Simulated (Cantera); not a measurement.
# Dilute partial oxidation

An isothermal, constant-pressure homogeneous reactor starts with CH4 : O2 : N2 = 0.0041 : 0.0049 : 1 (molar parts), at 1075 K and 5.00 bar.

Model: GRI-Mech 3.0 (53 species, 325 reactions), integrated in Cantera.

```
t (s)        x CH4      x O2    x CH2O      x OH   x C2H      x NO
--------  --------  --------  --------  --------  ------  --------
2.00e-5    0.00406   0.00486    <1e-12    <1e-12  <1e-12    <1e-12
0.000100   0.00406   0.00486    <1e-12    <1e-12  <1e-12    <1e-12
0.000502   0.00406   0.00486  2.31e-12    <1e-12  <1e-12    <1e-12
0.00252    0.00406   0.00486  6.39e-11    <1e-12  <1e-12    <1e-12
0.0126     0.00406   0.00486   2.36e-9  1.89e-12  <1e-12    <1e-12
0.0632     0.00406   0.00486   8.26e-8  7.51e-12  <1e-12    <1e-12
0.317      0.00406   0.00486   7.33e-7  1.06e-11  <1e-12    <1e-12
1.59       0.00405   0.00485   5.78e-6  3.52e-11  <1e-12    <1e-12
7.96      0.000538  0.000188   2.47e-6  9.12e-10  <1e-12  1.08e-10
39.9      0.000490   5.19e-6   2.94e-8  1.66e-11  <1e-12  5.93e-11
200       0.000490   3.76e-7   2.17e-9  4.55e-12  <1e-12  2.07e-11
```
x: mole fraction; the columns are a selection and need not sum to one.

Equilibrium at this temperature and pressure: CH4 6.75e-9, O2 <1e-12, CH2O 2.44e-11, OH 1.40e-12, C2H <1e-12, NO <1e-12 (gas phase only).
